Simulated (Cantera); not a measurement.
**Ti + CO + H2 (metals in furnace atmospheres)**

Input: 1 mol Ti, a varied amount of CO, 190 mol H2, held at 927 °C and 7.40 mbar.

These are equilibrium values from Cantera (NASA tables, ideal gas, pure condensed phases), not measurements of a reactor. Candidate condensed phases: C, C6H6, C7H8, C8H18, H2O, Ti, TiC, TiO, TiO2, Ti2O3, Ti3O5, Ti4O7; 113 gas species. Mutual solubility and eutectic melting of coexisting phases are not modelled. TiC, TiO: taken at fixed stoichiometry. Condensed phases not in the tables: solid solutions among these carbides, nitrides and lower oxides, N, O or C dissolved in the metal. Rates play no part.

```csv
n(CO) (mol),x H2,x CO,x CH4,x H2O,x H,x CO2,n Ti(β),n TiC(s),n TiO(s),n Ti2O3(s)
0.12,1.000,<1e-12,4.48e-12,1.86e-11,2.29e-6,<1e-12,0.760,0.120,0.120,0
0.2,1.000,<1e-12,4.48e-12,1.86e-11,2.29e-6,<1e-12,0.600,0.200,0.200,0
0.33,1.000,<1e-12,4.48e-12,1.86e-11,2.29e-6,<1e-12,0.340,0.330,0.330,0
0.54,1.000,5.32e-7,5.36e-8,2.23e-7,2.29e-6,<1e-12,0,0.540,0.301,0.0797
0.9,0.998,0.00157,6.46e-6,5.43e-6,2.29e-6,6.22e-9,0,0.600,0,0.200
1.5,0.995,0.00470,1.24e-5,8.40e-6,2.29e-6,2.89e-8,0,0.600,0,0.200
2.5,0.990,0.00989,1.92e-5,1.12e-5,2.28e-6,8.17e-8,0,0.599,0,0.200
4.2,0.981,0.0186,2.75e-5,1.43e-5,2.27e-6,1.98e-7,0,0.599,0,0.201
6.9,0.968,0.0321,3.71e-5,1.76e-5,2.26e-6,4.25e-7,0,0.599,0,0.201
12,0.943,0.0566,4.95e-5,2.15e-5,2.23e-6,9.40e-7,0,0.598,0,0.201
19,0.912,0.0883,6.04e-5,2.48e-5,2.19e-6,1.75e-6,0,0.597,0,0.201
```
x: gas mole fraction; n: condensed amount in mol.

From 0.12 mol CO to 0.33 mol CO the condensed part is Ti(β) + TiC(s) + TiO(s). At 0.54 mol CO the condensed part is TiC(s) + TiO(s) + Ti2O3(s). From 0.9 mol CO to 19 mol CO the condensed part is TiC(s) + Ti2O3(s).
